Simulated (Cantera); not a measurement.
An adiabatic, constant-pressure homogeneous reactor starts with CH4 : CO : O2 : N2 = 1 : 0.48 : 2.64 : 9.91 (molar parts), at 1373 K and 21000 Torr.

Computed with Cantera and GRI-Mech 3.0 (53 species, 325 reactions). The pressure lies above the range GRI-Mech 3.0 was tuned for (to about 10 atm).

One state of this run: T (K) = 2813; x CH4 = <1e-12; x CO = 0.0162; x O2 = 0.0285; x C2H4 = <1e-12; x H = 0.000957; x C2H = <1e-12; x NO = 0.0131. x: mole fraction; the columns are a selection and need not sum to one.

### Question
Which value of t (s) does it belong to?
A) 6.11e-6
B) 0.141
C) 2.00e-6
D) 0.000174

### Answer
B, 0.141
